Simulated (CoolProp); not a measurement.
Model: reference Helmholtz-energy equation of state, Akasaka 2023, in CoolProp.

Task: For R1224YDZ, give the phase and the density (kg/m³), cp (kJ/(kg K)), isothermal compressibility (1/MPa), expansivity (1/kK) at 473.1 K and 1.11 MPa; 473.1 K and 4.45 MPa.

Result: 
- 473.1 K and 1.11 MPa: gas; density 45.8, cp 1.06, isothermal compressibility 0.988, expansivity 2.88
- 473.1 K and 4.45 MPa: supercritical; density 278, cp 1.57, isothermal compressibility 0.408, expansivity 11.2
